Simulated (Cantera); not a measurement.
A perfectly stirred reactor is fed with N2O : N2 = 0.13 : 4.3 (molar parts), at 0.316 atm; it is held at 1275 K, and followed from long to short residence time.

Model: GRI-Mech 3.0 (53 species, 325 reactions), integrated in Cantera. GRI-Mech 3.0 was tuned for natural gas; its chemistry of N2O as a main component is partial and can be far from experiment. The mechanism lacks 2 NO + O2 → 2 NO2 and HONO, so NO2 and the effect of NO are under-described below about 1400 K.

x: mole fraction; the columns are a selection and need not sum to one.

```json
[
 {"τ (s)": "1.4", "x N2O": "0.0148", "x N2": "0.977", "x NO2": "5.59e-6", "x O2": "0.00625", "x NO": "…", "x O": "4.70e-6"},
 {"τ (s)": "0.28", "x N2O": "0.0243", "x N2": "0.973", "x NO2": "1.96e-6", "x O2": "0.00214", "x NO": "…", "x O": "5.20e-6"},
 {"τ (s)": "0.059", "x N2O": "0.0281", "x N2": "0.971", "x NO2": "4.10e-7", "x O2": "0.000522", "x NO": "…", "x O": "5.29e-6"},
 {"τ (s)": "0.012", "x N2O": "0.0291", "x N2": "0.971", "x NO2": "4.68e-8", "x O2": "0.000107", "x NO": "…", "x O": "5.15e-6"},
 {"τ (s)": "0.0026", "x N2O": "0.0293", "x N2": "0.971", "x NO2": "2.66e-9", "x O2": "2.04e-5", "x NO": "…", "x O": "4.51e-6"},
 {"τ (s)": "0.00054", "x N2O": "0.0293", "x N2": "0.971", "x NO2": "5.00e-11", "x O2": "2.63e-6", "x NO": "…", "x O": "2.80e-6"},
 {"τ (s)": "0.00011", "x N2O": "0.0293", "x N2": "0.971", "x NO2": "<1e-12", "x O2": "1.87e-7", "x NO": "…", "x O": "9.75e-7"}
]
```

Some entries are withheld; supply them.


- 1.4, x NO: 0.00183
- 0.28, x NO: 0.000665
- 0.059, x NO: 0.000165
- 0.012, x NO: 3.38e-5
- 0.0026, x NO: 6.47e-6
- 0.00054, x NO: 8.36e-7
- 0.00011, x NO: 5.93e-8
